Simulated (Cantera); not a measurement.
Feed: 1 mol H2S, 0.041 mol SO2, 0.18 mol O2, equilibrated at 1777 °C and 100 Torr.

Method: chemical equilibrium by Gibbs-energy minimisation in Cantera with the NASA 1993 tables (ideal gas, pure condensed phases). Candidate condensed phases: H2O, H2SO4, S; 19 gas species. Rates play no part.

Base state: H2 0.378, S2 0.282, H2O 0.222, H2S 0.0379, SH 0.0260, SO2 0.0220, SO 0.0208, S 0.00636 (mole fractions); condensed: gas only.

What changes in the equilibrium state with this change: H2S replaced by N2O?


```json
[
 {"species": "N2", "before": "0", "after": "0.575"},
 {"species": "O2", "before": "4.49e-7", "after": "0.389"},
 {"species": "SO2", "before": "0.0220", "after": "0.0238"},
 {"species": "H2", "before": "0.378", "after": "0"},
 {"species": "S2", "before": "0.282", "after": "<1e-9"},
 {"species": "H2O", "before": "0.222", "after": "0"},
 {"species": "H2S", "before": "0.0379", "after": "0"},
 {"species": "SH", "before": "0.0260", "after": "0"},
 {"species": "NO", "before": "0", "after": "0.0102"},
 {"species": "SO", "before": "0.0208", "after": "2.41e-5"},
 {"species": "H", "before": "0.00382", "after": "0"},
 {"species": "S2O", "before": "0.00158", "after": "<1e-9"},
 {"species": "S", "before": "0.00636", "after": "7.91e-9"},
 {"species": "OH", "before": "0.000245", "after": "0"},
 {"species": "SO3", "before": "2.64e-8", "after": "2.65e-5"}
]
```
